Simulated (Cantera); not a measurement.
Mixture: 7.40 % C3H8, 19.5 % O2, 73.2 % N2, equivalence ratio 1.9, at 71000 Pa, adiabatic and at constant volume. Ignition delay is the time to a rise of 400 K.

Detailed kinetics in Cantera: GRI-Mech 3.0 (53 species, 325 reactions). GRI-Mech 3.0 was tuned for natural gas; its chemistry of propane as a main component is partial and can be far from experiment.

Problem. Predict: delay at 1250 K; delay at 1350 K; delay at 1450 K; delay at 1550 K; apparent activation energy between 1500 and 1600 K.

Solution. 
| Item | Value |
|---|---|
| delay at 1250 K | 2.61 ms |
| delay at 1350 K | 0.520 ms |
| delay at 1450 K | 0.153 ms |
| delay at 1550 K | 61.5 µs |
| apparent activation energy between 1500 and 1600 K | 160 kJ/mol |
